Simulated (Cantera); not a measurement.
Feed: 1 mol SiHCl3, 0.11 mol HCl, 1200 mol H2, 0.014 mol C2H4, held at 1125 °C and 1.10 mbar.

These are equilibrium values from Cantera (NASA tables, ideal gas, pure condensed phases), not measurements of a reactor. Candidate condensed phases: C, C6H6, C7H8, C8H18, Si, SiC; 109 gas species. Mutual solubility and eutectic melting of coexisting phases are not modelled. Rates play no part.

Base state: H2 0.997, HCl 0.00255, H 0.000143, SiCl2 1.92e-5 (mole fractions); condensed: Si(s) + SiC(s).

Q: What changes in the equilibrium state with this change: temperature from 1125 °C to 1377 °C?

A: 
```csv
species,before,after
H2,0.997,0.994
H,0.000143,0.00273
HCl,0.00255,0.00253
Si,7.11e-7,0.000244
SiH,1.19e-7,1.47e-5
SiCl2,1.92e-5,2.28e-5
"Si(s), mol",0.947,0.614
"SiC(s), mol",0.0280,0.0267
```
